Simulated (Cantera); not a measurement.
Charge: 1 mol NaCl, 24 mol H₂, at 0.410 bar.

Cantera equilibrium calculation (NASA polynomials, part measured and part estimated; ideal gas, pure solids and liquids). Candidate condensed phases: Na, NaCl; 10 gas species. Equilibrium is a limit: real reactors are often held back by kinetics, nucleation or transport. All values below are at 900 °C.

Base state: H₂ 0.993, NaCl 0.00507, Na₂Cl₂ 0.00202, HCl 5.55e-5, Na 5.53e-5 (mole fractions); condensed: NaCl(l).

Question: What changes in the equilibrium state with this change: pressure from 0.410 bar to 0.150 bar?

Answer: 
```tsv
species	before	after
H₂	0.993	0.980
NaCl	0.00507	0.0138
Na₂Cl₂	0.00202	0.00552
Na	5.53e-5	0.000117
HCl	5.55e-5	0.000118
NaCl(l), mol	0.779	0.388
```
